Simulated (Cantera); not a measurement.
A Cantera script and its output.

```python
import numpy as np
import cantera as ct

gas = ct.Solution("gri30.yaml")
gas.TPX = 550, 1000000, {'CH4': 1, 'O2': 2.53, 'N2': 9.52}
inlet = ct.Reservoir(gas, clone=True)
gas.equilibrate("HP")  # start burning
reactor = ct.IdealGasConstPressureReactor(gas, energy="on", clone=False)
exhaust = ct.Reservoir(gas, clone=True)
tau = [0.091, 0.035, 0.013, 0.005, 0.0019, 0.00073, 0.00028, 0.00011, 4e-05, 1.5e-05, 5.9e-06][0]
for a, b in ((inlet, reactor), (reactor, exhaust)):
    ct.MassFlowController(a, b, mdot=lambda t: reactor.mass / tau)
net = ct.ReactorNet([reactor])
show = ['CH4', 'O2', 'CH2', 'OH', 'CO', 'O', 'CH2O']

rows = []
print(f"{'tau/s':>10s}{'T/K':>9s}" + "".join(f"{s:>11s}" for s in show))
for tau in [0.091, 0.035, 0.013, 0.005, 0.0019, 0.00073, 0.00028, 0.00011, 4e-05, 1.5e-05, 5.9e-06]:
    net.initial_time = 0.0
    net.advance(30 * tau)
    before = gas.X
    net.advance(40 * tau)
    drift = np.max(np.abs(gas.X - before) / (gas.X + 1e-9))
    rows.append([gas.T, *gas[show].X, drift])
    print(f"{tau:10.3e}{gas.T:9.1f}" + "".join(f"{x:11.3e}" for x in gas[show].X))
```

Result:

```
     tau/s      T/K        CH4         O2        CH2         OH         CO          O       CH2O
 9.100e-02   2169.2  7.872e-07  3.946e-02  1.061e-08  2.025e-03  6.193e-04  1.426e-04  1.154e-07
 3.500e-02   2170.5  1.991e-06  3.991e-02  2.752e-08  2.068e-03  6.657e-04  1.486e-04  2.949e-07
 1.300e-02   2170.3  5.125e-06  4.024e-02  7.318e-08  2.139e-03  7.794e-04  1.598e-04  7.672e-07
 5.000e-03   2167.7  1.226e-05  4.049e-02  1.843e-07  2.277e-03  1.040e-03  1.834e-04  1.863e-06
 1.900e-03   2161.1  2.771e-05  4.084e-02  4.525e-07  2.549e-03  1.619e-03  2.365e-04  4.307e-06
 7.300e-04   2147.9  5.801e-05  4.147e-02  1.044e-06  2.995e-03  2.764e-03  3.422e-04  9.234e-06
 2.800e-04   2124.1  1.180e-04  4.266e-02  2.267e-06  3.583e-03  4.874e-03  5.290e-04  1.896e-05
 1.100e-04   2084.8  2.425e-04  4.485e-02  4.565e-06  4.142e-03  8.470e-03  7.993e-04  3.803e-05
 4.000e-05   2010.2  6.143e-04  4.978e-02  9.363e-06  4.255e-03  1.563e-02  1.082e-03  8.786e-05
 1.500e-05    550.0  7.663e-02  1.939e-01  6.415e-33 -3.207e-26 -2.546e-16 -2.139e-27 -1.829e-17
 5.900e-06    550.0  7.663e-02  1.939e-01 -1.530e-35  1.949e-26 -1.685e-19  2.702e-28 -1.210e-20
```

Model: GRI-Mech 3.0 (53 species, 325 reactions), integrated in Cantera.
